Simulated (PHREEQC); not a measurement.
**Metal-bearing waste water**

A solution holds 0.0021 mol/kgw FeCl3, 0.077 mol/kgw NaH2PO4 and 0.036 mol/kgw NaCl, at 25 °C. Closed to the air; pH follows from the charge balance.

All values are PHREEQC results (ion-association model, wateq4f.dat), not measurements.

* **pH**: 4.36
* **ionic strength**: 0.119 mol/kgw
* **total alkalinity**: -4.20 meq/kg

```json
[
 {"species": "Na+", "molality": "0.113", "activity": "0.0872", "log γ": "-0.112"},
 {"species": "H2PO4-", "molality": "0.0744", "activity": "0.0578", "log γ": "-0.109"},
 {"species": "Cl-", "molality": "0.0423", "activity": "0.0318", "log γ": "-0.124"},
 {"species": "FeH2PO4+2", "molality": "0.00201", "activity": "0.000735", "log γ": "-0.437"},
 {"species": "H3PO4", "molality": "0.000358", "activity": "0.000368", "log γ": "0.012"},
 {"species": "HPO4-2", "molality": "0.000234", "activity": "8.30e-5", "log γ": "-0.450"},
 {"species": "Fe(OH)2+", "molality": "6.88e-5", "activity": "5.35e-5", "log γ": "-0.109"},
 {"species": "H+", "molality": "5.29e-5", "activity": "4.33e-5", "log γ": "-0.087"},
 {"species": "FeOH+2", "molality": "1.98e-5", "activity": "7.01e-6", "log γ": "-0.450"},
 {"species": "NaHPO4-", "molality": "1.82e-5", "activity": "1.41e-5", "log γ": "-0.109"},
 {"species": "FeHPO4+", "molality": "1.35e-6", "activity": "1.05e-6", "log γ": "-0.109"},
 {"species": "Fe+3", "molality": "2.87e-7", "activity": "4.72e-8", "log γ": "-0.785"}
]
```

No solid was allowed to form. The solution is supersaturated, for example in Strengite, Fe(OH)3(a), so a real one may precipitate; this is no full list. H3PO4, which wateq4f.dat lacks, is added to it with the constant of phreeqc.dat.
